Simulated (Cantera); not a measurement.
What does this Cantera script print?

```python
import numpy as np
import cantera as ct

gas_names = """
    H HO2 H2 H2O H2O2 H2S H2SO4 Mg MgH MgO MgOH MgO2H2 MgS Mg2 O OH O2 O3 S SH SO SO2 SO3 S2 S2O S8
""".split()
cond_names = """
    H2O(s) H2O(L) H2SO4(L) Mg(cr) Mg(L) MgO(s) MgO(L) MgO2H2(s) MgS(s) MgSO4(s) MgSO4(L) S(cr1) S(cr2)
    S(L)
""".split()


# ... load() reads the species with a 1 bar reference pressure and builds the phases ...
atoms = {
    'MgO': {'Mg': 1, 'O': 1},
    'H2S': {'H': 2, 'S': 1},
    'O2': {'O': 2},
}
top_T = {'MgS(s)': 2250}  # K; cautious upper limits of use, not melting points


# ... equilibrate(T, P, feed) seeds the gas with the atoms and calls Mixture.equilibrate('TP', solver="vcs", rtol=1e-11, max_steps=5000) ...
results = []
feed = {'MgO': 1, 'H2S': 4.5, 'O2': 2.6}  # mol
T = 1700  # K
P = 13332.2  # Pa
mix = equilibrate(T, P, feed)
results.append((T, P, feed, dict(zip(mix.species_names, mix.species_moles))))
print(gas.report(threshold=1e-05))
for i in range(1, mix.n_phases):
    print(f"{mix.phase(i).name:16s} {mix.phase_moles(i):12.5e} mol")
```

It prints:

```
       temperature   1700 K
          pressure   13332 Pa
           density   0.031345 kg/m^3
  mean mol. weight   33.231 kg/kmol
   phase of matter   gas

                          1 kg             1 kmol
                     ---------------   ---------------
          enthalpy       -1.9287e+06       -6.4094e+07  J
   internal energy       -2.3541e+06       -7.8228e+07  J
           entropy            8869.8        2.9475e+05  J/K
    Gibbs function       -1.7007e+07       -5.6517e+08  J
 heat capacity c_p              1382             45926  J/K
 heat capacity c_v            1131.8             37612  J/K

                      mass frac. Y      mole frac. X     chem. pot. / RT
                     ---------------   ---------------   ---------------
                 H        4.4473e-06        0.00014662           -11.507
                H2         0.0080079             0.132           -23.015
               H2O           0.25054           0.46215           -46.677
               H2S          0.036067          0.035173           -35.904
                OH        1.3575e-05        2.6524e-05           -35.169
                 S        0.00039433        0.00040874            -12.89
                SH         0.0055691         0.0055966           -24.397
                SO          0.015809          0.010931           -36.551
               SO2           0.24489           0.12704           -60.213
                S2            0.4306           0.22316           -25.779
               S2O         0.0081138         0.0033654           -49.441
     [  +15 minor]        2.6865e-06        1.6698e-06

Mg(L)             0.00000e+00 mol
MgO(s)            9.99990e-01 mol
MgS(s)            0.00000e+00 mol
MgSO4(L)          0.00000e+00 mol
S(L)              0.00000e+00 mol
```

Equilibrium computed with Cantera from the NASA thermochemical tables; the gas is ideal and each condensed phase is pure.
